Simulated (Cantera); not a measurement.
A perfectly stirred reactor is fed with 3.80 % CH₄, 5.69 % H₂, 18.0 % O₂, 67.6 % N₂, 4.94 % H₂O, at 6.10 bar; it is adiabatic with a 625 K inlet, and is followed from long to short residence time, starting on the burning branch (τ in s: 0.042, 0.019, 0.0087, 0.0039, 0.0018, 0.00081, 0.00037, 0.00017, 7.6e-05, 3.4e-05).

Detailed kinetics in Cantera: GRI-Mech 3.0 (53 species, 325 reactions).

x: mole fraction; the columns are a selection and need not sum to one.

```tsv
τ (s)	T (K)	x CH₄	x H₂	x O₂	x NO	x HCO	x HCN
0.042	1867	4.69e-6	5.29e-5	0.0776	2.00e-5	3.48e-9	5.18e-9
0.019	1866	8.86e-6	7.78e-5	0.0776	1.32e-5	7.70e-9	6.33e-9
0.0087	1864	(withheld)	(withheld)	0.0776	(withheld)	(withheld)	(withheld)
0.0039	1860	2.75e-5	0.000201	0.0777	8.67e-6	3.80e-8	1.20e-8
0.0018	1855	4.64e-5	0.000330	0.0779	7.97e-6	8.36e-8	1.77e-8
0.00081	1846	7.96e-5	0.000555	0.0782	7.31e-6	1.90e-7	2.69e-8
0.00037	1831	0.000137	0.000928	0.0788	6.46e-6	4.26e-7	4.11e-8
0.00017	1808	0.000244	0.00155	0.0800	5.46e-6	9.55e-7	6.38e-8
7.6e-5	1766	(withheld)	(withheld)	0.0824	(withheld)	(withheld)	(withheld)
3.4e-5	1668	0.00149	0.00596	0.0898	1.86e-6	5.17e-6	1.39e-7
```

Some entries are withheld; supply them.


- 0.0087, x CH₄: 1.58e-5
- 0.0087, x H₂: 0.000122
- 0.0087, x NO: 1.01e-5
- 0.0087, x HCO: 1.69e-8
- 0.0087, x HCN: 8.38e-9
- 7.6e-5, x CH₄: 0.000484
- 7.6e-5, x H₂: 0.00270
- 7.6e-5, x NO: 4.22e-6
- 7.6e-5, x HCO: 2.20e-6
- 7.6e-5, x HCN: 1.01e-7
